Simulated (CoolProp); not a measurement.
Vapour pressure (bar) of R143a: the reference equation beside estimates from Tc = 345.9 K, pc = 37.62 bar, ω = 0.261.

Model: reference Helmholtz-energy equation of state, Lemmon and Jacobsen 2000, in CoolProp.

```
T (K)  reference  Lee-Kesler  Redlich-Kwong  Soave-Redlich-Kwong  Peng-Robinson
-----  ---------  ----------  -------------  -------------------  -------------
237.6      1.710       1.705          2.802                1.705          1.703
242.5      2.093       2.094            ___                2.093          2.086
247.4      2.540       2.548            ___                2.547          2.532
252.3      3.056       3.073            ___                3.072          3.049
257.2      3.649       3.675            ___                3.676          3.643
262.1      4.326       4.362            ___                4.367          4.322
267        5.093       5.141          7.141                5.152          5.093
271.9      5.959       6.017          8.161                6.038          5.965
276.8      6.931       7.000          9.279                7.034          6.944
281.7        ___       8.096          10.50                8.147          8.040
286.6      9.228       9.314          11.82                9.386          9.262
291.5      10.57       10.66          13.26                10.76          10.62
```

Task: Fill in the missing entries.

Result: 
- 242.5, Redlich-Kwong: 3.335
- 247.4, Redlich-Kwong: 3.939
- 252.3, Redlich-Kwong: 4.616
- 257.2, Redlich-Kwong: 5.372
- 262.1, Redlich-Kwong: 6.212
- 281.7, reference: 8.018

Absolute difference from the reference over all 12 rows, mean and median: Lee-Kesler 0.7 and 0.8 %, Redlich-Kwong 43.0 and 41.9 %, Soave-Redlich-Kwong 1.0 and 1.1 %, Peng-Robinson 0.2 and 0.3 %.
